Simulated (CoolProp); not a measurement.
Octamethyltrisiloxane (MDM) at several states: density (kg/m³) from the reference equation and from simpler models built on Tc = 565.4 K, pc = 14.38 bar, ω = 0.528; each cubic takes its own stable root.

The numbers come from the reference Helmholtz-energy equation of state, Thol 2017 in CoolProp.

| T (K) | p (bar) | phase | reference | van der Waals | Redlich-Kwong | Peng-Robinson |
|---|---|---|---|---|---|---|
| 471.3 | 12.5 | liquid | ? | ? | ? | ? |
| 422.5 | 17.7 | liquid | 686.2 | 414.3 | ? | 711.9 |
| 425.3 | 0.142 | gas | 0.9592 | 0.9553 | 0.9570 | 0.9590 |
| 234.8 | 0.68 | liquid | 877.7 | ? | 738.5 | ? |

Problem. Complete the blanks.

Solution. 
- 471.3, reference: 620.3
- 471.3, van der Waals: 372.8
- 471.3, Redlich-Kwong: 516.8
- 471.3, Peng-Robinson: 637.0
- 422.5, Redlich-Kwong: 585.9
- 234.8, van der Waals: 495.8
- 234.8, Peng-Robinson: 856.9
